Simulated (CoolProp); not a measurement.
Properties of n-undecane along the isobar 2.74 MPa.

Computed with CoolProp (reference Helmholtz-energy equation of state, Aleksandrov 2011). It is a short technical equation, of lower accuracy than the large ones.

```json
[
 {"T (K)": "496.6", "phase": "liquid", "Z": "0.1784", "cv (kJ/(kg K))": "2.563"},
 {"T (K)": "507.8", "phase": "liquid", "Z": "0.1777", "cv (kJ/(kg K))": "2.603"},
 {"T (K)": "519", "phase": "liquid", "Z": "0.1772", "cv (kJ/(kg K))": "___"},
 {"T (K)": "530.2", "phase": "liquid", "Z": "___", "cv (kJ/(kg K))": "2.681"},
 {"T (K)": "541.5", "phase": "liquid", "Z": "0.1772", "cv (kJ/(kg K))": "2.719"},
 {"T (K)": "552.7", "phase": "liquid", "Z": "0.1777", "cv (kJ/(kg K))": "___"},
 {"T (K)": "563.9", "phase": "liquid", "Z": "0.1786", "cv (kJ/(kg K))": "___"},
 {"T (K)": "575.1", "phase": "liquid", "Z": "___", "cv (kJ/(kg K))": "2.831"},
 {"T (K)": "586.3", "phase": "liquid", "Z": "___", "cv (kJ/(kg K))": "2.867"},
 {"T (K)": "597.6", "phase": "liquid", "Z": "0.1849", "cv (kJ/(kg K))": "2.904"},
 {"T (K)": "608.8", "phase": "liquid", "Z": "0.1889", "cv (kJ/(kg K))": "2.942"},
 {"T (K)": "620", "phase": "liquid", "Z": "0.1945", "cv (kJ/(kg K))": "2.980"}
]
```

### Question
What belongs in the gaps?

### Answer

- 519, cv (kJ/(kg K)): 2.642
- 530.2, Z: 0.1770
- 552.7, cv (kJ/(kg K)): 2.756
- 563.9, cv (kJ/(kg K)): 2.794
- 575.1, Z: 0.1800
- 586.3, Z: 0.1820
